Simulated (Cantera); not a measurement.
Input: 1 mol FeS, 0.59 mol O2, 0.83 mol H2O, held at 375 °C.

Cantera equilibrium calculation (NASA polynomials, part measured and part estimated; ideal gas, pure solids and liquids). Candidate condensed phases: Fe, FeO, Fe(OH)2, Fe(OH)3, FeS, FeSO4, FeS2, Fe2O3, Fe2(SO4)3, Fe3O4, H2O, H2SO4, S; 22 gas species. The numbers say what is thermodynamically allowed, not how fast it happens.

Question: At 15000 Torr, list the 3 most abundant gas species with their mole fractions, and the condensed phases.

Answer: H2O 0.976, SO2 0.0234, H2S 0.000583. Condensed: FeSO4(s) + FeS2(s) + Fe2O3(s).
